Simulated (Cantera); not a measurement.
Charge: 1 mol H₂O, 0.015 mol SO₂, 1.2 mol O₂, held at 2.20 bar.

Method: chemical equilibrium by Gibbs-energy minimisation in Cantera with the NASA 1993 tables (ideal gas, pure condensed phases). Candidate condensed phases: H₂O, H₂SO₄, S; 34 gas species. Ions and electrons are included (thermal ionisation). Equilibrium is a limit: real reactors are often held back by kinetics, nucleation or transport.

Q: At 4000 K, list the 4 most abundant gas species with their mole fractions, and the condensed phases.

A: O 0.399, H 0.219, O₂ 0.158, OH 0.135. Condensed: gas only.
